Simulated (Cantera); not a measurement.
Feed: 1 mol Zr, 5.5 mol N2O, 12 mol N2, held at 6.30 bar.

Equilibrium computed with Cantera from the NASA thermochemical tables; the gas is ideal and each condensed phase is pure. Candidate condensed phases: Zr, ZrN, ZrO2; 13 gas species. The numbers say what is thermodynamically allowed, not how fast it happens.

x: gas mole fraction; n: condensed amount in mol.

```json
[
 {"T (°C)": "850", "x N2": "0.909", "x O2": "0.0909", "x NO": "7.37e-5", "x O": "5.28e-10", "n ZrO2(monoclinic)": "1.00", "n ZrO2(tetragonal)": "0"},
 {"T (°C)": "1050", "x N2": "0.909", "x O2": "0.0907", "x NO": "?", "x O": "?", "n ZrO2(monoclinic)": "1.00", "n ZrO2(tetragonal)": "0"},
 {"T (°C)": "1250", "x N2": "0.909", "x O2": "0.0904", "x NO": "?", "x O": "?", "n ZrO2(monoclinic)": "0", "n ZrO2(tetragonal)": "1.00"},
 {"T (°C)": "1450", "x N2": "0.908", "x O2": "0.0898", "x NO": "0.00222", "x O": "6.79e-6", "n ZrO2(monoclinic)": "0", "n ZrO2(tetragonal)": "1.00"},
 {"T (°C)": "1650", "x N2": "0.907", "x O2": "0.0887", "x NO": "0.00429", "x O": "4.29e-5", "n ZrO2(monoclinic)": "0", "n ZrO2(tetragonal)": "1.00"},
 {"T (°C)": "1850", "x N2": "0.905", "x O2": "0.0872", "x NO": "0.00727", "x O": "0.000192", "n ZrO2(monoclinic)": "0", "n ZrO2(tetragonal)": "1.00"},
 {"T (°C)": "2050", "x N2": "0.903", "x O2": "0.0849", "x NO": "0.0112", "x O": "0.000658", "n ZrO2(monoclinic)": "0", "n ZrO2(tetragonal)": "1.00"},
 {"T (°C)": "2250", "x N2": "0.900", "x O2": "0.0819", "x NO": "0.0160", "x O": "0.00185", "n ZrO2(monoclinic)": "0", "n ZrO2(tetragonal)": "1.000"}
]
```

Question: Fill in the missing entries.

Answer: 
- 1250, x NO: 0.000963
- 1250, x O: 6.61e-7
- 1050, x NO: 0.000324
- 1050, x O: 3.19e-8
